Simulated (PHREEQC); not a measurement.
# Brine: an equilibrium model

Dissolve 0.26 mol Na2SO4, 0.32 mol KCl and 0.00054 mol H4SiO4 per kg of water at 25 °C. Closed to the air; pH follows from the charge balance.

Computed with PHREEQC (Pitzer model, pitzer.dat).

This is a speciation only: nothing precipitates in the calculation.

### Question
What pH, activity of water does the model give?

### Answer
pH 6.73; activity of water 0.980.

Complexes and solids missing from the database can't appear. In brines, pH and single-ion activities rest on the MacInnes convention.
